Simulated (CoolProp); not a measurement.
CH3F (R41) along the isobar 13.9 MPa: density (kg/m³) from the reference equation and from simpler models built on Tc = 317.3 K, pc = 5.906 MPa, ω = 0.200; each cubic takes its own stable root.

Values from CoolProp's reference Helmholtz-energy equation of state, Lemmon 2006. It is a short technical equation, of lower accuracy than the large ones.

```csv
T (K),phase,reference,van der Waals,Redlich-Kwong
248.5,liquid,788.4,442.3,612.7
261.1,liquid,759.1,430.4,588.2
273.7,liquid,727.8,417.8,562.1
286.3,liquid,694.0,404.6,534.2
298.9,liquid,657.1,390.5,504.2
311.5,liquid,616.0,375.5,472.0
324.1,supercritical,569.2,359.4,437.1
336.7,supercritical,514.5,342.0,399.7
349.3,supercritical,450.2,323.4,360.0
361.9,supercritical,379.8,303.4,319.9
374.6,supercritical,315.9,282.0,282.2
387.2,supercritical,268.5,260.4,250.3
399.8,supercritical,235.0,239.2,224.7
412.4,supercritical,210.6,219.8,204.4
425,supercritical,192.2,202.7,188.2
```
